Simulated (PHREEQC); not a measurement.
Solution (25 °C): 0.099 mol HBr, 0.25 mol ZnSO4, 0.036 mol MgCl2 and 0.1 mol KCl per kg of water. Closed to the air; pH follows from the charge balance.

Computed with PHREEQC (ion-association model, wateq4f.dat).

This is a speciation only: nothing precipitates in the calculation.

Order these Zn species by the share of Zn that they hold, largest first: Zn(SO4)2-2, ZnCl+, ZnSO4, ZnBr+, Zn+2.

Zn+2 (57 %), ZnSO4 (28 %), Zn(SO4)2-2 (8.9 %), ZnCl+ (5.4 %), ZnBr+ (0.33 %)

Order these S species by the share of S that they hold, largest first: MgSO4, ZnSO4, Zn(SO4)2-2, HSO4-, SO4-2.

ZnSO4 (28 %), SO4-2 (25 %), HSO4- (22 %), Zn(SO4)2-2 (18 %), MgSO4 (5.5 %)

The pH is 1.48 and the ionic strength 0.734 mol/kgw. Caution: at this ionic strength the ion-association model is outside its range; a Pitzer model would be the better tool where its parameters exist. Species that the database lacks are ignored.
